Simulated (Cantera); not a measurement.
# B + O₂ + H₂ (boron, boron nitride and boron oxide)

Feed: 1 mol B, 0.62 mol O₂, 20 mol H₂, held at 1100 K and 13300 Pa.

These are equilibrium values from Cantera (NASA tables, ideal gas, pure condensed phases), not measurements of a reactor. Candidate condensed phases: B, B₂O₃, B₃O₃H₃, H₂O; 23 gas species. Mutual solubility and eutectic melting of coexisting phases are not modelled. Kinetics and transport are ignored.

The x(H₂) is 0.998. The x(B₃O₃H₃) is 0.00239 and the x(HBO) is 2.45e-5. The n(B(s)) is 0.125 mol and the n(B₂O₃(l)) comes out as 0.365 mol. The gas amount comes out as 19.98 mol and the log10 activity of B₃O₃H₃(s) (absent) comes out as -7.29.
